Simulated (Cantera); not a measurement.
Feed: 1 mol TEOS, 8.5 mol CO2, at 0.580 bar.

Cantera equilibrium calculation (NASA polynomials, part measured and part estimated; ideal gas, pure solids and liquids). Candidate condensed phases: C, C6H6, C7H8, C8H18, H2O, Si, SiC, SiO2; 123 gas species. The feed counts by its element totals alone. The tables hold silica as quartz up to 1696 K and as liquid above; real silica turns to tridymite and cristobalite and melts near 1996 K. Gases not in the tables: Si(OH)4. The numbers say what is thermodynamically allowed, not how fast it happens. All values below are at 1848 K.

Base state: CO 0.592, H2 0.313, H2O 0.0641, CO2 0.0303, H 0.000389, SiO 4.59e-5 (mole fractions); condensed: SiO2(condensed).

Problem. What changes in the equilibrium state with this change: CO2 from 8.5 to 7.2 mol?

Solution. 
```csv
species,before,after
CO,0.592,0.589
H2,0.313,0.363
H2O,0.0641,0.0339
CO2,0.0303,0.0138
SiO,4.59e-5,0.000100
H,0.000389,0.000419
"SiO2(condensed), mol",0.999,0.997
```

Problem. What changes in the equilibrium state with this change: CO2 from 8.5 to 4.7 mol?

Solution. 
```tsv
species	before	after
CO	0.592	0.536
H2	0.313	0.427
SiO	4.59e-5	0.0363
H2O	0.0641	9.80e-5
CO2	0.0303	3.07e-5
C2H2 (acetylene)	<1e-9	1.03e-5
CH4	1.42e-8	2.13e-5
H	0.000389	0.000455
SiO2(condensed), mol	0.999	0
SiC(s), mol	0	0.151
```
